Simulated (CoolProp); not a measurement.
Saturation properties of carbon dioxide.

Computed with CoolProp (reference Helmholtz-energy equation of state, Span 1996).

```tsv
T (°C)	p (bar)	liquid density (kg/m³)	vapour density (kg/m³)	liquid cp (kJ/(kg K))	liquid viscosity (µPa s)
-32.85	12.96	1088	(withheld)	2.053	172
-29.65	14.45	1074	37.54	2.076	163
-26.35	16.11	1060	41.95	2.102	155
-23.15	17.85	1046	46.64	2.132	147
-19.95	19.73	1031	51.78	2.166	140
-16.75	21.74	1016	57.42	2.205	133
-13.55	23.91	1001	63.60	2.249	126
-10.25	26.30	984.2	70.62	2.303	119
-7.05	28.78	967.4	78.14	2.364	113
-3.85	(withheld)	949.8	(withheld)	2.436	107
-0.65	34.26	931.3	95.65	2.523	102
2.55	37.26	911.8	105.9	(withheld)	96.0
5.75	40.46	891.0	117.4	2.761	90.6
9.05	(withheld)	868.1	130.9	2.937	85.1
12.25	47.59	(withheld)	145.9	3.166	79.8
```

Problem. Fill in the missing entries.

Solution. 
- -32.85, vapour density (kg/m³): 33.64
- -3.85, p (bar): 31.43
- -3.85, vapour density (kg/m³): 86.44
- 2.55, liquid cp (kJ/(kg K)): 2.628
- 9.05, p (bar): 43.97
- 12.25, liquid density (kg/m³): 843.9

Viscosity comes from a separate model (Laesecke 2017).
